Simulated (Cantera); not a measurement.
A closed system holds: 1 mol SiH2Cl2, 100 mol N2, held at 10.0 mbar.

Method: chemical equilibrium by Gibbs-energy minimisation in Cantera with the NASA 1993 tables (ideal gas, pure condensed phases). Candidate condensed phases: NH4Cl, Si, Si3N4; 28 gas species. The tables' values for SiCl, SiCl3, SiN are old estimates; treat these amounts as uncertain. Equilibrium is a limit: real reactors are often held back by kinetics, nucleation or transport.

x: gas mole fraction; n: condensed amount in mol.

```tsv
T (°C)	x N2	x HCl	x H2	x SiCl2	x Si	n Si3N4(s)	n Si(l)
1350	0.980	0.00836	0.00563	0.00550	1.98e-6	0.144	0
1400	0.980	?	?	?	?	?	0
1450	0.980	0.00586	0.00681	0.00677	3.81e-5	0.0997	0
1500	0.980	?	0.00726	0.00724	?	?	0
1550	0.980	0.00431	0.00745	0.00745	0.000442	0	0.167
1600	0.979	0.00438	0.00732	0.00733	0.000882	0	0.118
1650	0.978	0.00442	0.00716	0.00717	0.00170	0	0.0264
```

**Question.** What belongs in the gaps?

**Answer.** 
- 1400, x HCl: 0.00703
- 1400, x H2: 0.00627
- 1400, x SiCl2: 0.00619
- 1400, x Si: 9.09e-6
- 1400, n Si3N4(s): 0.121
- 1500, x HCl: 0.00487
- 1500, x Si: 0.000147
- 1500, n Si3N4(s): 0.0778
